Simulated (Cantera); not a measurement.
An isothermal, constant-pressure homogeneous reactor starts with NH3 : N2 = 1 : 0.81 (molar parts), at 1875 K and 100.0 Torr. Integrator tolerance rtol = 1e-08.

Cantera simulation using the gas-phase N/H chemistry of the illustrative SiF4/NH3 mechanism in the Surface Chemkin manual (1991); the numbers are that mechanism's predictions, not measurements. Walls and surfaces, which speed up NH3 decomposition in real reactors, are not modelled.

Q: What does this change do: temperature 1875 to 1300 K?

A: 
| quantity | before | after |
|---|---|---|
| x(NH3) at 40.0 s | 4.42e-5 (gas-phase equilibrium 8.84e-7) | 0.548 (gas-phase equilibrium 4.32e-6) |
| x(N2H2) at 40.0 s | 2.60e-12 (gas-phase equilibrium <1e-12) | 8.91e-8 (gas-phase equilibrium <1e-12) |
| x(NH) at 40.0 s | 3.12e-8 (gas-phase equilibrium 6.23e-10) | 6.93e-9 (gas-phase equilibrium <1e-12) |
| x(H2) at 40.0 s | 0.533 (gas-phase equilibrium 0.533) | 0.00443 (gas-phase equilibrium 0.534) |
| x(N) at 40.0 s | 1.23e-8 (gas-phase equilibrium 2.45e-10) | 3.37e-11 (gas-phase equilibrium <1e-12) |
